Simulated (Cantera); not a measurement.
Silicon oxide and oxynitride deposition: SiH4 + NO + H2

A closed system holds: 1 mol SiH4, 0.14 mol NO, 7.4 mol H2, at 0.610 bar.

Method: chemical equilibrium by Gibbs-energy minimisation in Cantera with the NASA 1993 tables (ideal gas, pure condensed phases). Candidate condensed phases: H2O, Si, SiO2, Si2N2O, Si3N4; 35 gas species. Mutual solubility and eutectic melting of coexisting phases are not modelled. The tables hold silica as quartz up to 1696 K and as liquid above; real silica turns to tridymite and cristobalite and melts near 1996 K. Gases not in the tables: Si2H6 and higher silanes. Equilibrium is a limit: real reactors are often held back by kinetics, nucleation or transport.

| T (K) | x H2 | x SiO | x N2 | x H | x SiH2 | x H2O | n Si(s) | n SiO2(α-quartz) | n Si2N2O(s) | n SiO2(β-quartz) | n Si(l) |
|---|---|---|---|---|---|---|---|---|---|---|---|
| 798 | 1.00 | <1e-12 | <1e-12 | 3.41e-12 | <1e-12 | 1.84e-12 | 0.825 | 0.0350 | 0.0700 | 0 | 0 |
| 898 | 1.00 | 7.37e-12 | <1e-12 | 1.40e-10 | 3.45e-12 | 5.89e-11 | 0.825 | 0 | 0.0700 | 0.0350 | 0 |
| 998 | 1.00 | 7.85e-10 | <1e-12 | 2.75e-9 | 8.84e-11 | 9.27e-10 | 0.825 | 0 | 0.0700 | 0.0350 | 0 |
| 1098 | 1.00 | 3.53e-8 | <1e-12 | 3.17e-8 | 1.25e-9 | 8.73e-9 | 0.825 | 0 | 0.0700 | 0.0350 | 0 |
| 1198 | 1.000 | 8.30e-7 | 7.28e-12 | 2.43e-7 | 1.14e-8 | 5.61e-8 | 0.825 | 0 | 0.0700 | 0.0350 | 0 |
| 1298 | 1.000 | 1.19e-5 | 3.11e-10 | 1.37e-6 | 7.39e-8 | 2.69e-7 | 0.825 | 0 | 0.0700 | 0.0349 | 0 |
| 1398 | 1.000 | 0.000115 | 7.70e-9 | 6.06e-6 | 3.66e-7 | 1.02e-6 | 0.824 | 0 | 0.0700 | 0.0345 | 0 |
| 1498 | 0.999 | 0.000819 | 1.23e-7 | 2.20e-5 | 1.46e-6 | 3.24e-6 | 0.821 | 0 | 0.0700 | 0.0311 | 0 |
| 1598 | 0.995 | 0.00452 | 1.39e-6 | 6.80e-5 | 4.87e-6 | 8.81e-6 | 0.804 | 0 | 0.0700 | 0.0136 | 0 |
| 1698 | 0.992 | 0.00742 | 3.24e-5 | 0.000184 | 1.39e-5 | 7.91e-6 | 0 | 0 | 0.0697 | 0 | 0.790 |
| 1798 | 0.990 | 0.00825 | 0.000882 | 0.000449 | 2.92e-5 | 6.20e-6 | 0 | 0 | 0.0616 | 0 | 0.798 |
x: gas mole fraction; n: condensed amount in mol.

At 798 K the condensed part is Si(s) + SiO2(α-quartz) + Si2N2O(s). From 898 K to 1598 K the condensed part is Si(s) + SiO2(β-quartz) + Si2N2O(s). From 1698 K to 1798 K the condensed part is Si(l) + Si2N2O(s). The main Si-bearing gas is SiH4 at 798 K and SiO at 1798 K.
